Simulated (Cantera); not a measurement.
What does this Cantera script print?

```python
import numpy as np
import cantera as ct

gas = ct.Solution("gri30.yaml")
gas.TP = 300, 101325
flame = ct.CounterflowDiffusionFlame(gas, width=0.02)
flame.fuel_inlet.X, flame.fuel_inlet.T = {'CH4': 1, 'H2': 1.2, 'N2': 0.22}, 525
flame.oxidizer_inlet.X, flame.oxidizer_inlet.T = {'O2': 0.2, 'N2': 0.8}, 773
flame.set_refine_criteria(ratio=3, slope=0.12, curve=0.24, prune=0.03)
show = ['OH', 'H', 'NO', 'CO', 'C2H2']

rows = []
print(f"{'mdot':>8s}{'a_max':>10s}{'a_mean':>10s}{'Tmax/K':>9s}" + "".join(f"{s:>11s}" for s in show) + "   (peak mole fractions)")
for i, mdot in enumerate([0.61, 0.87, 1.2, 1.8, 2.6, 3.7, 5.3, 7.6]):  # kg/m2/s on the oxidiser side
    flame.oxidizer_inlet.mdot, flame.fuel_inlet.mdot = mdot, 0.83 * mdot
    flame.solve(loglevel=0, auto=(i == 0))
    if flame.T.max() < max(525, 773) + 100:
        print(f"{mdot:8.3g}  no burning solution found from the previous one")
        break
    dT = np.abs(np.gradient(flame.T, flame.grid))
    rows.append([flame.strain_rate("max"), flame.strain_rate("mean"), flame.T.max(),
                 *(flame.X[gas.species_index(s)].max() for s in show), max(dT[0], dT[-1]) / dT.max()])
    print(f"{mdot:8.3g}{rows[-1][0]:10.1f}{rows[-1][1]:10.1f}{rows[-1][2]:9.1f}" + "".join(f"{x:11.3e}" for x in rows[-1][3:-1]))
```

Output:

```
    mdot     a_max    a_mean   Tmax/K         OH          H         NO         CO       C2H2   (peak mole fractions)
    0.61     560.4     174.3   2255.8  1.434e-02  1.041e-02  2.633e-04  3.997e-02  9.634e-03
    0.87     785.6     248.6   2228.3  1.425e-02  1.122e-02  2.293e-04  3.907e-02  9.471e-03
     1.2    1072.1     342.9   2210.2  1.428e-02  1.207e-02  2.046e-04  3.858e-02  9.455e-03
     1.8    1584.6     514.4   2181.1  1.401e-02  1.306e-02  1.714e-04  3.785e-02  9.335e-03
     2.6    2259.8     743.0   2153.6  1.364e-02  1.392e-02  1.424e-04  3.730e-02  9.186e-03
     3.7    3175.4    1057.4   2125.8  1.316e-02  1.470e-02  1.154e-04  3.695e-02  8.874e-03
     5.3    4495.5    1514.6   2095.8  1.255e-02  1.538e-02  8.973e-05  3.671e-02  8.326e-03
     7.6    6366.3    2171.9   2064.0  1.181e-02  1.593e-02  6.662e-05  3.680e-02  7.549e-03
```

Model: GRI-Mech 3.0 (53 species, 325 reactions), integrated in Cantera. GRI-Mech 3.0 has no aromatics or soot, which form on the fuel side of real flames. The maximum strain rate includes the flame's own expansion and is several times the mean.
